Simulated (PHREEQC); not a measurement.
0.016 g of hydrous ferric oxide (600 m²/g; 0.2 weak and 0.005 strong sites per Fe, Dzombak-Morel constants, diffuse double layer) in 1 kg of water with 0.3 mol/kgw of an inert sodium salt and 0.0015 mmol/kgw H3BO3 and 0.00026 mmol/kgw Ag2SO4, at 25 °C; the pH is set by adding NaOH or the inert anion's acid. Oxygen is held at 0.21 atm. The system is closed to CO2. Precipitation was switched off in this run.

Computed with PHREEQC (ion-association model, wateq4f.dat).

### Question
Predict S sorbed (%), surface charge σ (C/m²), surface potential ψ (mV) at pH = 3.38, 4.5, 6, 6.75, 7.12.

### Answer
| pH | S sorbed (%) | surface charge σ (C/m²) | surface potential ψ (mV) |
|---|---|---|---|
| 3.38 | 25.6 | 0.363 | 125 |
| 4.5 | 18.7 | 0.318 | 118 |
| 6 | 1.9 | 0.154 | 83 |
| 6.75 | 0.3 | 0.085 | 56 |
| 7.12 | 0.1 | 0.058 | 42 |

The oxide is taken as insoluble; below pH 4 it would dissolve.
